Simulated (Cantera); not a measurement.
An isothermal, constant-pressure homogeneous reactor starts with N2O : N2 = 1 : 0.0042 (molar parts), at 1250 K and 760 Torr.

Computed with Cantera and GRI-Mech 3.0 (53 species, 325 reactions). GRI-Mech 3.0 was tuned for natural gas; its chemistry of N2O as a main component is partial and can be far from experiment. The mechanism lacks the step 2 NO + O2 → 2 NO2, which can matter for NO2 below about 1400 K. The temperature is held fixed by assumption; the heat of reaction is taken as removed at once.

x: mole fraction; the columns are a selection and need not sum to one.

```json
[
 {"t (s)": "2.00e-5", "x N2O": "0.996", "x O": "3.57e-6", "x NO2": "3.30e-11", "x N2": "0.00421", "x NO": "2.77e-6"},
 {"t (s)": "5.22e-5", "x N2O": "0.996", "x O": "3.64e-6", "x NO2": "3.22e-10", "x N2": "0.00425", "x NO": "8.67e-6"},
 {"t (s)": "0.000136", "x N2O": "0.996", "x O": "3.64e-6", "x NO2": "2.48e-9", "x N2": "0.00436", "x NO": "2.41e-5"},
 {"t (s)": "0.000356", "x N2O": "0.995", "x O": "3.64e-6", "x NO2": "1.75e-8", "x N2": "0.00466", "x NO": "6.44e-5"},
 {"t (s)": "0.000928", "x N2O": "0.994", "x O": "3.64e-6", "x NO2": "1.18e-7", "x N2": "0.00544", "x NO": "0.000169"},
 {"t (s)": "0.00242", "x N2O": "0.991", "x O": "3.64e-6", "x NO2": "7.47e-7", "x N2": "0.00747", "x NO": "0.000442"},
 {"t (s)": "0.00632", "x N2O": "0.982", "x O": "3.63e-6", "x NO2": "[?]", "x N2": "[?]", "x NO": "[?]"},
 {"t (s)": "0.0165", "x N2O": "0.961", "x O": "3.60e-6", "x NO2": "1.92e-5", "x N2": "0.0261", "x NO": "0.00293"},
 {"t (s)": "0.0431", "x N2O": "0.908", "x O": "3.53e-6", "x NO2": "6.36e-5", "x N2": "0.0591", "x NO": "0.00728"},
 {"t (s)": "0.112", "x N2O": "0.789", "x O": "3.34e-6", "x NO2": "0.000164", "x N2": "0.134", "x NO": "0.0169"},
 {"t (s)": "0.294", "x N2O": "[?]", "x O": "[?]", "x NO2": "[?]", "x N2": "[?]", "x NO": "[?]"},
 {"t (s)": "0.766", "x N2O": "0.283", "x O": "2.04e-6", "x NO2": "0.000544", "x N2": "0.453", "x NO": "0.0525"},
 {"t (s)": "2.00", "x N2O": "0.0748", "x O": "8.29e-7", "x NO2": "0.000649", "x N2": "0.587", "x NO": "0.0608"}
]
```

Question: What belongs in the gaps?

Answer: 
- 0.00632, x NO2: 4.23e-6
- 0.00632, x N2: 0.0127
- 0.00632, x NO: 0.00114
- 0.294, x N2O: 0.568
- 0.294, x O: 2.91e-6
- 0.294, x NO2: 0.000343
- 0.294, x N2: 0.272
- 0.294, x NO: 0.0338
